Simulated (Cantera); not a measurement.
**Premixed flame**

A freely propagating, adiabatic, planar premixed flame of 39.9 % H₂, 12.8 % O₂, 47.3 % N₂, equivalence ratio 1.6, unburnt at 375 K and 105 Torr; mixture-averaged transport, grid criteria slope 0.08 and curve 0.16, no radiation.

Detailed kinetics in Cantera: the H2/O2 subset of GRI-Mech 3.0, which has no nitrogen chemistry. Burning velocities carry a grid error of a few per cent, more on coarse grids.

```
z (mm)  T (K)  u (m/s)   x H₂     x O₂    x H₂O      x H    x HO₂       x O
------  -----  -------  -----  -------  -------  -------  -------  --------
-15.1     375     3.42  0.399    0.128    <1e-8    <1e-8    <1e-8     <1e-8
-10.1     375     3.42  0.399    0.128    <1e-8    <1e-8    <1e-8     <1e-8
-7.57     375     3.42  0.399    0.128    <1e-8    <1e-8    <1e-8     <1e-8
-5.05     375     3.42  0.399    0.128    <1e-8    <1e-8    <1e-8     <1e-8
-2.52     379     3.45  0.398    0.128  8.14e-5  2.05e-5  5.47e-5   1.07e-6
-1.26     594     5.30  0.369    0.123   0.0159  0.00795  5.54e-5  0.000124
0        1050     9.07  0.235   0.0791    0.113   0.0698  1.53e-5   0.00454
1.26     1329     11.4  0.124   0.0150    0.234    0.114  2.72e-6   0.00624
2.52     1435     12.2  0.114  0.00610    0.252    0.111  1.01e-6   0.00521
5.05     1551     13.1  0.120  0.00471    0.256   0.0973  6.84e-7   0.00480
10.1     1683     14.1  0.128  0.00375    0.260   0.0806  4.83e-7   0.00409
20.2     1821     15.1  0.136  0.00268    0.266   0.0635  3.21e-7   0.00310
40.4     1952     16.0  0.142  0.00169    0.272   0.0475  2.04e-7   0.00204
```
x: mole fraction of selected species; z is measured from the peak of heat release.

```yaml
laminar_burning_velocity: 342 cm/s
thermal_thickness: 5.05 mm
peak x(H): 0.115
peak x(HO₂): 0.000116
peak x(O): 0.00689
grid_points: 142
```
